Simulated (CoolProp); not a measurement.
Vapour-liquid equilibrium of CH2F2 (R32) (1) + R152A (2) at 278.4 K; x and y are mole fractions of (1).

The numbers come from the multi-fluid Helmholtz-energy mixture model, Tillner-Roth 1997 and Outcalt 1996; pair parameters Bell 2016 in CoolProp.

| x | bubble pressure, mixture model (MPa) | bubble pressure, Raoult's law (MPa) | y, mixture model | y, Raoult's law |
|---|---|---|---|---|
| 0.05 | 0.3489 | 0.3496 | 0.127 | 0.137 |
| 0.2 | 0.4427 | 0.4458 | 0.402 | 0.430 |
| 0.35 | 0.5364 | 0.5420 | 0.586 | 0.619 |
| 0.5 | 0.6307 | 0.6382 | 0.719 | 0.751 |
| 0.65 | 0.7263 | 0.7343 | 0.823 | 0.849 |
| 0.8 | 0.8240 | 0.8305 | 0.907 | 0.924 |
| 0.95 | 0.9245 | 0.9267 | 0.978 | 0.983 |

The largest gap from Raoult's law is -1.2 % in bubble pressure, at x = 0.5. No azeotrope shows between x = 0.05 and 0.95.

The pair parameters rest on a limited set of measurements; away from them the model extrapolates.
